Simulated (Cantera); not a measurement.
An adiabatic, constant-volume homogeneous reactor starts with H2 : O2 : N2 = 1 : 0.227 : 0.855 (molar parts), at 1550 K and 1.10 bar. Integrator tolerance rtol = 1e-08.

Detailed kinetics in Cantera: GRI-Mech 3.0 (53 species, 325 reactions).

Problem. What does this change do: initial temperature 1550 to 1473 K?

Solution. 
| quantity | before | after |
|---|---|---|
| time of steepest temperature rise | 11.2 µs | 14.4 µs |
| temperature at 0.500 s | 2934 K | 2913 K |
| equilibrium temperature | 2934 K | 2913 K |
| x(H2) at 0.500 s | 0.270 (gas-phase equilibrium 0.270) | 0.272 (gas-phase equilibrium 0.272) |
| x(O2) at 0.500 s | 0.000447 (gas-phase equilibrium 0.000447) | 0.000373 (gas-phase equilibrium 0.000373) |
| x(NO2) at 0.500 s | 5.93e-8 (gas-phase equilibrium 5.93e-8) | 4.99e-8 (gas-phase equilibrium 4.99e-8) |
| x(H) at 0.500 s | 0.0485 (gas-phase equilibrium 0.0485) | 0.0445 (gas-phase equilibrium 0.0445) |
| x(H2O2) at 0.500 s | 1.01e-7 (gas-phase equilibrium 1.01e-7) | 9.20e-8 (gas-phase equilibrium 9.20e-8) |
| x(NO) at 0.500 s | 0.00153 (gas-phase equilibrium 0.00153) | 0.00136 (gas-phase equilibrium 0.00136) |

Problem. What does this change do: O2 0.227 to 0.13 parts?

Solution. 
```csv
quantity,before,after
time of steepest temperature rise,11.2 µs,16.8 µs
temperature at 0.500 s,2934 K,2577 K
equilibrium temperature,2934 K,2577 K
x(H2) at 0.500 s,0.270 (gas-phase equilibrium 0.270),0.388 (gas-phase equilibrium 0.388)
x(O2) at 0.500 s,0.000447 (gas-phase equilibrium 0.000447),5.38e-6 (gas-phase equilibrium 5.38e-6)
x(NO2) at 0.500 s,5.93e-8 (gas-phase equilibrium 5.93e-8),5.53e-10 (gas-phase equilibrium 5.53e-10)
x(H) at 0.500 s,0.0485 (gas-phase equilibrium 0.0485),0.0167 (gas-phase equilibrium 0.0167)
x(H2O2) at 0.500 s,1.01e-7 (gas-phase equilibrium 1.01e-7),3.47e-9 (gas-phase equilibrium 3.47e-9)
x(NO) at 0.500 s,0.00153 (gas-phase equilibrium 0.00153),0.000101 (gas-phase equilibrium 0.000101)
```
